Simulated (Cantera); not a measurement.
Feed: 1 mol Si3N4, 0.13 mol C, 0.29 mol H2, equilibrated at 1800 K and 0.100 bar.

These are equilibrium values from Cantera (NASA tables, ideal gas, pure condensed phases), not measurements of a reactor. Candidate condensed phases: C, C6H6, C7H8, C8H18, Si, SiC, Si3N4; 105 gas species. Mutual solubility and eutectic melting of coexisting phases are not modelled. Gases not in the tables: Si2H6 and higher silanes. Rates play no part.

Base state: H2 0.769, N2 0.230, H 0.000993, HCN 0.000118, Si 1.68e-5, SiH2 1.21e-5 (mole fractions); condensed: SiC(s) + Si3N4(s).

**Question.** What changes in the equilibrium state with this change: pressure from 0.100 bar to 1.33 mbar?

**Answer.** 
```
species          before    after
-------------  --------  -------
N2                0.230    0.870
H2                0.769    0.124
H              0.000993  0.00346
Si              1.68e-5  0.00238
Si2             5.34e-8  1.44e-5
Si2C            1.78e-7  2.53e-5
Si2N            9.54e-7  5.78e-5
SiC(s), mol       0.130    0.130
Si3N4(s), mol     0.957        0
Si(l), mol            0     2.86
```
The tables' values for SiN are old estimates; treat these amounts as uncertain.

**Question.** What changes in the equilibrium state with this change: temperature from 1800 K to 2325 K?

**Answer.** 
| species | before | after |
|---|---|---|
| N2 | 0.230 | 0.855 |
| H2 | 0.769 | 0.117 |
| H | 0.000993 | 0.0119 |
| Si | 1.68e-5 | 0.0116 |
| SiC2 | <1e-9 | 4.13e-5 |
| Si3 | 6.70e-9 | 4.33e-5 |
| Si2C | 1.78e-7 | 0.00102 |
| SiC(s), mol | 0.130 | 0.122 |
| Si3N4(s), mol | 0.957 | 0 |
| Si(l), mol | 0 | 2.84 |
The tables' values for SiN are old estimates; treat these amounts as uncertain.
